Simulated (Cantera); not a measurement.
What does this Cantera script print?

```python
import numpy as np
import cantera as ct

gas_names = """
    Br Br2 H HBr H2 N NH NH2 NH3 N2 N2H2 N2H4
""".split()
cond_names = """
    Br2(cr) Br2(L)
""".split()


def load(file, names, dense=False):
    # The tables refer to 1 bar. Condensed volumes are neglected.
    table = {s.name: s for s in ct.Species.list_from_file(file)}
    out = []
    for n in names:
        d = dict(table[n].input_data)
        d["thermo"] = dict(d["thermo"], **{"reference-pressure": 1e5})
        if dense:
            d["equation-of-state"] = {"model": "constant-volume", "density": "1e6 g/cm^3"}
        out.append(ct.Species.from_dict(d))
    return out


gas = ct.Solution(thermo="ideal-gas", species=load("nasa_gas.yaml", gas_names))
cond = {s.name: ct.Solution(thermo="fixed-stoichiometry", species=[s], name=s.name)
        for s in load("nasa_condensed.yaml", cond_names, dense=True)}
atoms = {
    'HBr': {'H': 1, 'Br': 1},
    'H2': {'H': 2},
    'N2': {'N': 2},
}
top_T = {}  # K; cautious upper limits of use, not melting points


def equilibrate(T, P, feed):
    n = {}
    for name, mol in feed.items():
        for a, k in atoms[name].items():
            n[a] = n.get(a, 0.0) + k * mol
    gas.TPX = T, P, n
    mass = sum(n.values()) * gas.mean_molecular_weight
    gas.equilibrate("TP")
    valid = [c for c in cond.values() if c.min_temp <= T <= top_T.get(c.name, c.max_temp)]
    mix = ct.Mixture([(gas, mass / gas.mean_molecular_weight)] + [(c, 0.0) for c in valid])
    mix.T, mix.P = T, P
    mix.equilibrate("TP", solver="vcs", rtol=1e-11, max_steps=5000)
    return mix


results = []
feed = {'HBr': 1, 'H2': 0.14, 'N2': 46}  # mol
T = 3450  # K
for P in [10, 120, 1400, 17000, 210000, 2500000, 30000000]:
    mix = equilibrate(T, P, feed)
    results.append((T, P, feed, dict(zip(mix.species_names, mix.species_moles))))

top = {s: max(r[3][s] / sum(r[3][g] for g in gas_names) for r in results) for s in gas_names}
cols = sorted((s for s in top if top[s] > 1e-05), key=lambda s: -top[s])[:8]
seen = [c for c in cond_names if any(r[3].get(c, 0) > 1e-12 for r in results)]
print("log10 of partial pressures in bar; condensed amounts in mol")
print(f"{'P/Pa':>10s}" + "".join(f"{s[:9]:>10s}" for s in cols + seen))
for T, P, feed, n in results:
    ng = sum(n[g] for g in gas_names)
    print(f"{P:10.4g}" + "".join(f"{np.log10(max(n[s] / ng * P / 1e5, 1e-99)):10.3f}" for s in cols)
          + "".join(f"{n.get(c, 0):10.4g}" for c in seen))
```

Result:

```
log10 of partial pressures in bar; condensed amounts in mol
      P/Pa        N2         H        Br         N       HBr        H2       Br2
        10    -4.029    -5.580    -5.687    -5.773   -11.319   -10.603   -14.324
       120    -2.944    -4.499    -4.606    -5.231    -9.156    -8.440   -12.160
      1400    -1.876    -3.432    -3.538    -4.697    -7.022    -6.307   -10.025
   1.7e+04    -0.791    -2.361    -2.455    -4.154    -4.867    -4.164    -7.859
   2.1e+05     0.303    -1.379    -1.376    -3.608    -2.807    -2.202    -5.700
   2.5e+06     1.382    -0.651    -0.360    -3.068    -1.063    -0.745    -3.669
     3e+07     2.463    -0.095     0.564    -2.528     0.418     0.367    -1.820
```

Equilibrium computed with Cantera from the NASA thermochemical tables; the gas is ideal and each condensed phase is pure. The ideal-gas law is rough above about 30 bar.
